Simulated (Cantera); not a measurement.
A perfectly stirred reactor is fed with H2 : O2 : N2 = 1 : 0.5 : 6 (molar parts), at 10.0 bar; it is adiabatic with a 798 K inlet, and is followed from long to short residence time, starting on the burning branch (τ in s: 0.12, 0.052, 0.023, 0.0099, 0.0043, 0.0019, 0.00082, 0.00036, 0.00016, 6.8e-05).

Model: GRI-Mech 3.0 (53 species, 325 reactions), integrated in Cantera. The hydrogen kinetics of GRI-Mech 3.0 are dated; newer H2 mechanisms differ, most at raised pressure.

**Question.** What does this change do: pressure from 10.0 bar to 1.50 bar?

**Answer.** 
```
quantity                                                                          before                                   after
------------------------------------------------  --------------------------------------  --------------------------------------
blow-out, bracketed by the residence times tried  burning at 68.0 µs, the shortest tried  burning at 68.0 µs, the shortest tried
x(H2) at τ = 0.120 s                                                             0.00111                                 0.00298
x(O2) at τ = 0.120 s                                                            0.000490                                 0.00133
x(OH) at τ = 0.120 s                                                            0.000228                                0.000769
x(HO2) at τ = 0.120 s                                                            3.03e-7                                 5.02e-7
x(O) at τ = 0.120 s                                                              4.69e-6                                 5.58e-5
x(H2) at τ = 1.90 ms                                                             0.00411                                  0.0103
x(O2) at τ = 1.90 ms                                                             0.00192                                 0.00509
x(OH) at τ = 1.90 ms                                                            0.000725                                 0.00236
x(HO2) at τ = 1.90 ms                                                            4.65e-6                                 3.43e-6
x(O) at τ = 1.90 ms                                                              5.77e-5                                0.000761
```

**Question.** What does this change do: 0.26 parts CO2 added?

**Answer.** 
```csv
quantity,before,after
"blow-out, bracketed by the residence times tried","burning at 68.0 µs, the shortest tried","burning at 68.0 µs, the shortest tried"
x(H2) at τ = 0.120 s,0.00111,0.000776
x(O2) at τ = 0.120 s,0.000490,0.000678
x(OH) at τ = 0.120 s,0.000228,0.000201
x(HO2) at τ = 0.120 s,3.03e-7,4.33e-7
x(O) at τ = 0.120 s,4.69e-6,4.44e-6
x(H2) at τ = 1.90 ms,0.00411,0.00306
x(O2) at τ = 1.90 ms,0.00192,0.00256
x(OH) at τ = 1.90 ms,0.000725,0.000619
x(HO2) at τ = 1.90 ms,4.65e-6,6.40e-6
x(O) at τ = 1.90 ms,5.77e-5,5.38e-5
```

**Question.** What does this change do: inlet temperature 798 to 325 K?

**Answer.** 
```json
[
 {"quantity": "blow-out, bracketed by the residence times tried", "before": "burning at 68.0 µs, the shortest tried", "after": "burning at 9.90 ms, out at 4.30 ms"},
 {"quantity": "x(H2) at τ = 0.120 s", "before": "0.00111", "after": "0.00164"},
 {"quantity": "x(O2) at τ = 0.120 s", "before": "0.000490", "after": "0.000813"},
 {"quantity": "x(OH) at τ = 0.120 s", "before": "0.000228", "after": "1.89e-5"},
 {"quantity": "x(HO2) at τ = 0.120 s", "before": "3.03e-7", "after": "3.94e-6"},
 {"quantity": "x(O) at τ = 0.120 s", "before": "4.69e-6", "after": "5.29e-7"},
 {"quantity": "x(H2) at τ = 1.90 ms", "before": "0.00411", "after": "0.133"},
 {"quantity": "x(O2) at τ = 1.90 ms", "before": "0.00192", "after": "0.0667"},
 {"quantity": "x(OH) at τ = 1.90 ms", "before": "0.000725", "after": "<1e-12"},
 {"quantity": "x(HO2) at τ = 1.90 ms", "before": "4.65e-6", "after": "<1e-12"},
 {"quantity": "x(O) at τ = 1.90 ms", "before": "5.77e-5", "after": "<1e-12"}
]
```
